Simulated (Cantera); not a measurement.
Feed: 1 mol FeCl2, 6.7 mol H2, 0.51 mol N2, equilibrated at 1.13 Torr.

Method: chemical equilibrium by Gibbs-energy minimisation in Cantera with the NASA 1993 tables (ideal gas, pure condensed phases). Candidate condensed phases: Fe, FeCl2, FeCl3, NH4Cl; 18 gas species. Kinetics and transport are ignored.

**Question.** Which condensed phases are stable at each of these points (T (K)): 1025, 1125, 1225, 1325, 1425, 1525, 1625?

**Answer.** 
```
T (K)  condensed phases  Fe condensed (%)
-----  ----------------  ----------------
1025              Fe(α)              89.2
1125              Fe(α)              85.3
1225              Fe(γ)              81.7
1325              Fe(γ)              78.3
1425              Fe(γ)              75.2
1525              Fe(γ)              72.3
1625              Fe(γ)              69.1
```

From 1025 K to 1125 K the condensed part is Fe(α). From 1225 K to 1625 K the condensed part is Fe(γ).
